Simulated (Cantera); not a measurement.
Input (Python, Cantera) and output of one run.

```python
import numpy as np
import cantera as ct

gas_names = """
    Cs CsO CsOH Cs2 Cs2O Cs2O2H2 H HO2 H2 H2O H2O2 O OH O2 O3
""".split()
cond_names = """
    Cs(cr) Cs(L) CsOH(a) CsOH(b) CsOH(c) CsOH(L) H2O(s) H2O(L)
""".split()


# ... load() reads the species with a 1 bar reference pressure and builds the phases ...
atoms = {
    'CsOH': {'Cs': 1, 'O': 1, 'H': 1},
    'H2': {'H': 2},
    'H2O': {'H': 2, 'O': 1},
}
top_T = {}  # K; cautious upper limits of use, not melting points


# ... equilibrate(T, P, feed) seeds the gas with the atoms and calls Mixture.equilibrate('TP', solver="vcs", rtol=1e-11, max_steps=5000) ...
results = []
feed = {'CsOH': 1, 'H2': 0.25, 'H2O': 0.028}  # mol
P = 17  # Pa
for T in [923, 973, 1023, 1073, 1123, 1173, 1223, 1273, 1323, 1373, 1423]:
    mix = equilibrate(T, P, feed)
    results.append((T, P, feed, dict(zip(mix.species_names, mix.species_moles))))

top = {s: max(r[3][s] / sum(r[3][g] for g in gas_names) for r in results) for s in gas_names}
cols = sorted((s for s in top if top[s] > 0.001), key=lambda s: -top[s])[:9]
seen = [c for c in cond_names if any(r[3].get(c, 0) > 1e-12 for r in results)]
print("log10 of partial pressures in bar; condensed amounts in mol")
print(f"{'T/K':>10s}" + "".join(f"{s[:9]:>10s}" for s in cols + seen))
for T, P, feed, n in results:
    ng = sum(n[g] for g in gas_names)
    print(f"{T:10.4g}" + "".join(f"{np.log10(max(n[s] / ng * P / 1e5, 1e-99)):10.3f}" for s in cols)
          + "".join(f"{n.get(c, 0):10.4g}" for c in seen))
```

It prints:

```
log10 of partial pressures in bar; condensed amounts in mol
       T/K      CsOH       H2O        Cs        H2   Cs2O2H2
       923    -3.955    -4.718    -4.808    -4.619    -6.394
       973    -3.979    -4.626    -4.696    -4.673    -6.947
      1023    -4.007    -4.548    -4.605    -4.735    -7.458
      1073    -4.037    -4.482    -4.530    -4.807    -7.930
      1123    -4.067    -4.428    -4.468    -4.889    -8.367
      1173    -4.097    -4.383    -4.419    -4.980    -8.771
      1223    -4.126    -4.346    -4.379    -5.082    -9.144
      1273    -4.152    -4.317    -4.347    -5.195    -9.486
      1323    -4.175    -4.294    -4.323    -5.317    -9.801
      1373    -4.194    -4.277    -4.304    -5.449   -10.088
      1423    -4.210    -4.264    -4.290    -5.589   -10.351
```

Equilibrium computed with Cantera from the NASA thermochemical tables; the gas is ideal and each condensed phase is pure.
